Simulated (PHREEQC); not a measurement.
0.022 g of hydrous ferric oxide (600 m²/g; 0.2 weak and 0.005 strong sites per Fe, Dzombak-Morel constants, diffuse double layer) in 1 kg of water with 0.01 mol/kgw of an inert sodium salt and 0.00058 mmol/kgw MgCl2 and 0.0019 mmol/kgw PbCl2, at 25 °C; the pH is set by adding NaOH or the inert anion's acid. O2 is buffered at 0.21 atm. No CO2 enters from the air. Precipitation was switched off in this run.

Computed with PHREEQC (ion-association model, wateq4f.dat).

| pH | Mg sorbed (%) | Pb sorbed (%) | surface charge σ (C/m²) |
|---|---|---|---|
| 4 | 0.0 | 8.7 | 0.216 |
| 4.5 | 0.0 | 30.6 | (withheld) |
| 5 | 0.0 | 53.4 | (withheld) |
| 5.5 | 0.0 | (withheld) | 0.079 |
| 6 | 0.0 | 77.8 | 0.052 |
| 6.5 | 0.0 | 93.7 | (withheld) |
| 7 | 0.1 | 99.0 | 0.019 |
| 7.5 | 0.5 | 99.9 | 0.009 |
| 8 | 4.1 | 100.0 | 0.002 |
| 8.5 | 27.9 | 100.0 | (withheld) |
| 9 | 77.3 | 100.0 | (withheld) |
| 9.5 | (withheld) | 100.0 | -0.021 |
| 10 | 99.6 | 100.0 | -0.037 |
| 10.5 | 99.9 | 100.0 | (withheld) |
| 11 | 100.0 | 100.0 | -0.091 |
| 11.5 | 100.0 | 100.0 | -0.140 |
| 12 | 100.0 | 99.2 | -0.212 |

### Question
Some entries are withheld; supply them.

### Answer

- 4.5, surface charge σ (C/m²): 0.161
- 5, surface charge σ (C/m²): 0.115
- 5.5, Pb sorbed (%): 65.2
- 6.5, surface charge σ (C/m²): 0.032
- 8.5, surface charge σ (C/m²): -0.004
- 9, surface charge σ (C/m²): -0.011
- 9.5, Mg sorbed (%): 96.7
- 10.5, surface charge σ (C/m²): -0.059
